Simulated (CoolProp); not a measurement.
Vapour-liquid equilibrium of dimethyl ether (1) + 1-butene (2) at 0.299 MPa; x and y are mole fractions of (1).

Model: multi-fluid Helmholtz-energy mixture model, Wu 2011 and Lemmon 2005; pair parameters Bell 2016, in CoolProp.

Problem. Give the bubble temperature and the first vapour's composition at x = 0.35, 0.65, 0.95. Is there an azeotrope?

Solution. x = 0.35: 286.4 K, y = 0.528; x = 0.65: 280.7 K, y = 0.769; x = 0.95: 277.0 K, y = 0.966. No azeotrope shows between x = 0.05 and 0.95.

Pair parameters are fitted to limited data, so mixtures are less certain than the pure fluids.
